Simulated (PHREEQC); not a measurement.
Dissolve 0.013 mol Cu(NO3)2, 0.00029 mol H2SO4 and 0.00078 mol FeCl3 per kg of water at 20 °C. Closed to the air; pH follows from the charge balance.

The numbers come from PHREEQC with the ion-association model, phreeqc.dat.

| quantity | before | after |
|---|---|---|
| pH | 2.98 | 1.76 |
| ionic strength (mol/kgw) | 0.0428 | 0.0635 |
| FeOH+2 (mol/kgw) | 0.000431 | 8.40e-5 |
| Fe+3 (mol/kgw) | 0.000175 | 0.000606 |
| SO4-2 (mol/kgw) | 0.000150 | 9.45e-5 |
| CuSO4 (mol/kgw) | 9.24e-5 | 4.69e-5 |
| SI of Goethite (FeOOH) | +5.43 | +2.22 |
| SI of Hematite (Fe2O3) | +12.85 | +6.43 |

**Question.** What was changed between the two runs?
A) 0.00048 mol/kgw Na2CO3 added
B) diluted 2-fold with water
C) 0.02 mol/kgw HNO3 added
D) temperature from 20 to 45 °C
E) temperature from 20 to 75 °C

**Answer.** C, 0.02 mol/kgw HNO3 added

Precipitation was switched off in this run. Some of these states are supersaturated (in Hematite (slow to form), Goethite (slow to form), for instance).
